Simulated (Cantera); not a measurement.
Cantera with NASA thermochemical tables; ideal gases at 1 bar, condensed phases pure. Values are per mole of reaction as written; species without (g) are pure solids or liquids, kept so even where they would boil at 1 bar.

3 CS₂(g) + 2 Si₃N₄ → 8 N(g) + 3 S₂(g) + 3 Si₂C(g)

```
T (K)  ΔH° (kJ)  ΔS° (J/K)  ΔG° (kJ)  log10 K
-----  --------  ---------  --------  -------
625           ?          ?         ?        ?
700      6924.9     1730.0    5713.9  -426.37
775      6924.3     1729.2    5584.2  -376.36
850      6922.9     1727.5    5454.5  -335.19
925           ?          ?         ?        ?
1000     6918.1     1722.3    5195.8  -271.39
1075     6914.7     1719.1    5066.7  -246.19
1150     6910.8     1715.6    4937.9  -224.28
1225     6906.4     1711.9    4809.4  -205.07
1300     6901.6     1708.0    4681.1  -188.09
```

**Question.** Some entries are withheld; supply them.

**Answer.** 
- 625, ΔH° (kJ): 6924.6
- 625, ΔS° (J/K): 1729.6
- 625, ΔG° (kJ): 5843.6
- 625, log10 K: -488.37
- 925, ΔH° (kJ): 6920.8
- 925, ΔS° (J/K): 1725.1
- 925, ΔG° (kJ): 5325.1
- 925, log10 K: -300.70
